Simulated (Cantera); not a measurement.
# Stirred combustor or abatement burner

A perfectly stirred reactor is fed with H2 : O2 : N2 = 1 : 0.806 : 3.03 (molar parts), equivalence ratio 0.62, at 17.0 bar; it is adiabatic with a 525 K inlet, and is followed from long to short residence time, starting on the burning branch (τ in s: 0.036, 0.021, 0.012, 0.0069, 0.004, 0.0023, 0.0013, 0.00076, 0.00044, 0.00025, 0.00015, 8.4e-05, 4.8e-05).

Model: the H2/O2 subset of GRI-Mech 3.0, which has no nitrogen chemistry, integrated in Cantera. The hydrogen kinetics of GRI-Mech 3.0 are dated; newer H2 mechanisms differ, most at raised pressure. The pressure lies above the range GRI-Mech 3.0 was tuned for (to about 10 atm).

```csv
τ (s),T (K),x H2,x O2,x H,x H2O2,x OH
0.036,2067,0.000111,0.0701,6.71e-6,5.88e-7,0.00162
0.021,2067,0.000118,0.0701,7.08e-6,5.95e-7,0.00164
0.012,2067,0.000132,0.0701,7.74e-6,6.08e-7,0.00167
0.0069,2066,0.000154,0.0701,8.89e-6,6.29e-7,0.00171
0.0040,2066,0.000189,0.0701,1.08e-5,6.64e-7,0.00178
0.0023,2065,0.000247,0.0701,1.42e-5,7.19e-7,0.00189
0.0013,2063,0.000339,0.0701,2.03e-5,8.07e-7,0.00206
0.00076,2061,0.000469,0.0701,3.00e-5,9.27e-7,0.00228
0.00044,2058,0.000664,0.0701,4.66e-5,1.10e-6,0.00256
0.00025,2054,0.000957,0.0701,7.58e-5,1.33e-6,0.00294
0.00015,2049,0.00134,0.0701,0.000120,1.60e-6,0.00334
8.4e-5,2042,0.00195,0.0702,0.000202,1.98e-6,0.00386
4.8e-5,2031,0.00281,0.0703,0.000337,2.43e-6,0.00444
```
x: mole fraction; the columns are a selection and need not sum to one.
